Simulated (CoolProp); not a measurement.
Computed with CoolProp (reference Helmholtz-energy equation of state, Lemmon and Jacobsen 2000).

Q: Give the vapour pressure (kPa), vapour density (kg/m³), surface tension (mN/m), liquid viscosity (µPa s) of saturated R143a at 287.4 K.

A: 
| T (K) | p (kPa) | vapour density (kg/m³) | surface tension (mN/m) | liquid viscosity (µPa s) |
|---|---|---|---|---|
| 287.4 | 944 | 42.1 | 5.82 | 124 |

Viscosity comes from a separate model (Klein 1997), an estimate that may be off by 10 % or more. Surface tension comes from a separate correlation (Mulero 2014).
